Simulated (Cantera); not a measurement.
Feed: 1 mol Cu, a varied amount of F2, 6 mol N2, at 1500 K and 10.0 mbar.

These are equilibrium values from Cantera (NASA tables, ideal gas, pure condensed phases), not measurements of a reactor. Candidate condensed phases: Cu, CuF2; 11 gas species. Rates play no part.

x: gas mole fraction; n: condensed amount in mol.

```json
[
 {"n(F2) (mol)": "0.35", "x N2": "0.895", "x F": "3.91e-6", "x CuF2": "0.000732", "x CuF": "0.103", "x Cu": "0.000822", "x F2": "<1e-12", "n Cu(l)": "0.299"},
 {"n(F2) (mol)": "1.1", "x N2": "0.831", "x F": "0.0302", "x CuF2": "0.136", "x CuF": "0.00248", "x Cu": "2.57e-9", "x F2": "1.23e-6", "n Cu(l)": "0"},
 {"n(F2) (mol)": "1.8", "x N2": "0.697", "x F": "0.186", "x CuF2": "0.116", "x CuF": "0.000343", "x Cu": "5.75e-11", "x F2": "4.67e-5", "n Cu(l)": "0"},
 {"n(F2) (mol)": "2.6", "x N2": "___", "x F": "___", "x CuF2": "___", "x CuF": "___", "x Cu": "___", "x F2": "___", "n Cu(l)": "0"},
 {"n(F2) (mol)": "3.3", "x N2": "___", "x F": "___", "x CuF2": "___", "x CuF": "___", "x Cu": "___", "x F2": "___", "n Cu(l)": "0"},
 {"n(F2) (mol)": "4.1", "x N2": "0.455", "x F": "0.469", "x CuF2": "0.0757", "x CuF": "8.88e-5", "x Cu": "5.91e-12", "x F2": "0.000296", "n Cu(l)": "0"},
 {"n(F2) (mol)": "4.8", "x N2": "0.411", "x F": "0.520", "x CuF2": "0.0684", "x CuF": "7.24e-5", "x Cu": "4.35e-12", "x F2": "0.000364", "n Cu(l)": "0"},
 {"n(F2) (mol)": "5.6", "x N2": "0.371", "x F": "0.567", "x CuF2": "0.0617", "x CuF": "5.99e-5", "x Cu": "3.30e-12", "x F2": "0.000433", "n Cu(l)": "0"},
 {"n(F2) (mol)": "6.3", "x N2": "0.341", "x F": "0.602", "x CuF2": "0.0568", "x CuF": "5.20e-5", "x Cu": "2.70e-12", "x F2": "0.000487", "n Cu(l)": "0"}
]
```

Question: Fill in the missing entries.

Answer: 
- 2.6, x N2: 0.588
- 2.6, x F: 0.314
- 2.6, x CuF2: 0.0979
- 2.6, x CuF: 0.000172
- 2.6, x Cu: 1.71e-11
- 2.6, x F2: 0.000132
- 3.3, x N2: 0.517
- 3.3, x F: 0.396
- 3.3, x CuF2: 0.0861
- 3.3, x CuF: 0.000120
- 3.3, x Cu: 9.43e-12
- 3.3, x F2: 0.000211
